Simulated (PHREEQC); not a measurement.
A solution holds 0.049 mol ZnSO4, 0.015 mol NaCl and 0.0091 mol MnSO4 per kg of water, at 59 °C. Closed to the air; pH follows from the charge balance.

The numbers come from PHREEQC with the ion-association model, phreeqc.dat.

No solid was allowed to form.

Task: What pH, ionic strength does the model give?

Result: pH 5.25; ionic strength 0.135 mol/kgw.

Task: In which forms is Zn present?

Result: Zn+2 51 %, ZnSO4 40 %, Zn(SO4)2-2 7.0 %, ZnCl+ 2.3 % of the Zn.

Species that the database lacks are ignored. Away from 25 °C the constants follow the database's enthalpies or fits; those with neither stay at their 25 °C values.
